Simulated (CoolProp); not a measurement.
Oxygen at 298.15 K and 1.81 MPa is throttled through a valve to 0.0368 MPa with no heat exchange. Each further row changes one setting.

Values from CoolProp's reference Helmholtz-energy equation of state, Schmidt 1985.

```json
[
 {"case": "as stated", "temperature change (K)": "-4.8", "final density (kg/m³)": "[?]"},
 {"case": "outlet pressure 0.011 MPa", "temperature change (K)": "-4.8", "final density (kg/m³)": "[?]"},
 {"case": "outlet pressure 0.0478 MPa", "temperature change (K)": "[?]", "final density (kg/m³)": "[?]"}
]
```

**Question.** Fill in the missing entries.

**Answer.** 
- as stated, final density (kg/m³): 0.483
- outlet pressure 0.011 MPa, final density (kg/m³): 0.144
- outlet pressure 0.0478 MPa, temperature change (K): -4.7
- outlet pressure 0.0478 MPa, final density (kg/m³): 0.627
